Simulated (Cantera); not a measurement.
Input: 1 mol Ti(OiPr)4, 4.2 mol H2O, 4.3 mol H2, at 11000 Pa.

Equilibrium computed with Cantera from the NASA thermochemical tables; the gas is ideal and each condensed phase is pure. Candidate condensed phases: C, C6H6, C7H8, C8H18, H2O, Ti, TiC, TiO, TiO2, Ti2O3, Ti3O5, Ti4O7; 113 gas species. The feed counts by its element totals alone. TiC: taken at fixed stoichiometry. Condensed phases not in the tables: Magnéli phases beyond Ti4O7. Rates play no part.

x: gas mole fraction; n: condensed amount in mol.

```json
[
 {"T (K)": "1173", "x H2": "0.782", "x CO": "0.216", "x H": "3.14e-7", "x C2H2 (acetylene)": "4.79e-8", "x CH4": "0.00131", "x H2O": "0.000658", "x CO2": "0.000143", "n C(graphite)": "5.79", "n TiO2(rutile)": "1.00", "n Ti3O5(s)": "0", "n TiC(s)": "0"},
 {"T (K)": "1273", "x H2": "0.774", "x CO": "0.225", "x H": "1.89e-6", "x C2H2 (acetylene)": "2.88e-7", "x CH4": "0.000619", "x H2O": "0.000228", "x CO2": "4.00e-5", "n C(graphite)": "5.46", "n TiO2(rutile)": "0", "n Ti3O5(s)": "0.333", "n TiC(s)": "0"},
 {"T (K)": "1373", "x H2": "0.733", "x CO": "0.267", "x H": "___", "x C2H2 (acetylene)": "___", "x CH4": "___", "x H2O": "___", "x CO2": "___", "n C(graphite)": "2.79", "n TiO2(rutile)": "0", "n Ti3O5(s)": "0", "n TiC(s)": "1.00"},
 {"T (K)": "1473", "x H2": "0.733", "x CO": "0.267", "x H": "3.26e-5", "x C2H2 (acetylene)": "4.77e-6", "x CH4": "0.000173", "x H2O": "4.51e-5", "x CO2": "6.64e-6", "n C(graphite)": "2.80", "n TiO2(rutile)": "0", "n Ti3O5(s)": "0", "n TiC(s)": "1.00"},
 {"T (K)": "1573", "x H2": "0.733", "x CO": "0.267", "x H": "0.000105", "x C2H2 (acetylene)": "1.51e-5", "x CH4": "0.000108", "x H2O": "2.24e-5", "x CO2": "2.82e-6", "n C(graphite)": "2.80", "n TiO2(rutile)": "0", "n Ti3O5(s)": "0", "n TiC(s)": "1.00"},
 {"T (K)": "1673", "x H2": "0.733", "x CO": "0.267", "x H": "___", "x C2H2 (acetylene)": "___", "x CH4": "___", "x H2O": "___", "x CO2": "___", "n C(graphite)": "2.80", "n TiO2(rutile)": "0", "n Ti3O5(s)": "0", "n TiC(s)": "1.00"},
 {"T (K)": "1773", "x H2": "0.732", "x CO": "0.267", "x H": "0.000734", "x C2H2 (acetylene)": "0.000102", "x CH4": "4.97e-5", "x H2O": "7.02e-6", "x CO2": "6.90e-7", "n C(graphite)": "2.79", "n TiO2(rutile)": "0", "n Ti3O5(s)": "0", "n TiC(s)": "1.00"},
 {"T (K)": "1873", "x H2": "0.731", "x CO": "0.267", "x H": "0.00166", "x C2H2 (acetylene)": "0.000228", "x CH4": "3.59e-5", "x H2O": "4.32e-6", "x CO2": "3.84e-7", "n C(graphite)": "2.78", "n TiO2(rutile)": "0", "n Ti3O5(s)": "0", "n TiC(s)": "1.00"},
 {"T (K)": "1973", "x H2": "0.729", "x CO": "0.267", "x H": "0.00347", "x C2H2 (acetylene)": "0.000467", "x CH4": "2.67e-5", "x H2O": "2.80e-6", "x CO2": "2.28e-7", "n C(graphite)": "2.77", "n TiO2(rutile)": "0", "n Ti3O5(s)": "0", "n TiC(s)": "1.00"},
 {"T (K)": "2073", "x H2": "0.726", "x CO": "0.266", "x H": "0.00676", "x C2H2 (acetylene)": "0.000890", "x CH4": "2.04e-5", "x H2O": "1.88e-6", "x CO2": "1.42e-7", "n C(graphite)": "2.74", "n TiO2(rutile)": "0", "n Ti3O5(s)": "0", "n TiC(s)": "1.000"},
 {"T (K)": "2173", "x H2": "0.721", "x CO": "0.265", "x H": "0.0124", "x C2H2 (acetylene)": "0.00159", "x CH4": "1.59e-5", "x H2O": "1.31e-6", "x CO2": "9.31e-8", "n C(graphite)": "2.70", "n TiO2(rutile)": "0", "n Ti3O5(s)": "0", "n TiC(s)": "1.000"},
 {"T (K)": "2273", "x H2": "0.712", "x CO": "0.264", "x H": "0.0214", "x C2H2 (acetylene)": "0.00268", "x CH4": "1.26e-5", "x H2O": "9.38e-7", "x CO2": "6.31e-8", "n C(graphite)": "2.63", "n TiO2(rutile)": "0", "n Ti3O5(s)": "0", "n TiC(s)": "1.000"}
]
```

### Question
What belongs in the gaps?

### Answer

- 1673, x H: 0.000294
- 1673, x C2H2 (acetylene): 4.17e-5
- 1673, x CH4: 7.17e-5
- 1673, x H2O: 1.21e-5
- 1673, x CO2: 1.33e-6
- 1373, x H: 8.59e-6
- 1373, x C2H2 (acetylene): 1.27e-6
- 1373, x CH4: 0.000297
- 1373, x H2O: 0.000101
- 1373, x CO2: 1.78e-5
